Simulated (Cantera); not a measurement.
NO annealing gas

An isothermal, constant-pressure homogeneous reactor starts with 10.2 % NO, 89.8 % N₂, at 1773 K and 10.5 Torr.

Model: GRI-Mech 3.0 (53 species, 325 reactions), integrated in Cantera. Radical loss at walls, strong at low pressure, is not modelled.

```json
[
 {"t (s)": "8.00e-6", "x NO": "0.102", "x O": "2.11e-10", "x O₂": "<1e-12", "x N₂": "0.898", "x NO₂": "<1e-12", "x N₂O": "2.11e-10"},
 {"t (s)": "4.64e-5", "x NO": "0.102", "x O": "1.23e-9", "x O₂": "<1e-12", "x N₂": "0.898", "x NO₂": "<1e-12", "x N₂O": "1.23e-9"},
 {"t (s)": "0.000270", "x NO": "0.102", "x O": "7.12e-9", "x O₂": "<1e-12", "x N₂": "0.898", "x NO₂": "2.48e-12", "x N₂O": "7.11e-9"},
 {"t (s)": "0.00157", "x NO": "0.102", "x O": "4.14e-8", "x O₂": "2.05e-11", "x N₂": "0.898", "x NO₂": "8.21e-11", "x N₂O": "4.11e-8"},
 {"t (s)": "0.00909", "x NO": "0.102", "x O": "2.44e-7", "x O₂": "6.99e-10", "x N₂": "0.898", "x NO₂": "2.60e-9", "x N₂O": "2.33e-7"},
 {"t (s)": "0.0528", "x NO": "0.102", "x O": "1.54e-6", "x O₂": "2.54e-8", "x N₂": "0.898", "x NO₂": "6.40e-8", "x N₂O": "1.18e-6"},
 {"t (s)": "0.307", "x NO": "0.102", "x O": "1.11e-5", "x O₂": "1.35e-6", "x N₂": "0.898", "x NO₂": "7.67e-7", "x N₂O": "3.55e-6"},
 {"t (s)": "1.78", "x NO": "0.102", "x O": "3.21e-5", "x O₂": "5.26e-5", "x N₂": "0.898", "x NO₂": "1.98e-6", "x N₂O": "3.97e-6"},
 {"t (s)": "10.3", "x NO": "0.101", "x O": "3.67e-5", "x O₂": "0.000454", "x N₂": "0.898", "x NO₂": "2.35e-6", "x N₂O": "3.88e-6"},
 {"t (s)": "60.0", "x NO": "0.0959", "x O": "5.54e-5", "x O₂": "0.00303", "x N₂": "0.901", "x NO₂": "3.83e-6", "x N₂O": "3.40e-6"}
]
```
x: mole fraction; the columns are a selection and need not sum to one.

Equilibrium at this temperature and pressure: NO 0.00203, O 0.000178, O₂ 0.0499, N₂ 0.948, NO₂ 3.11e-7, N₂O 1.52e-8 (gas phase only).
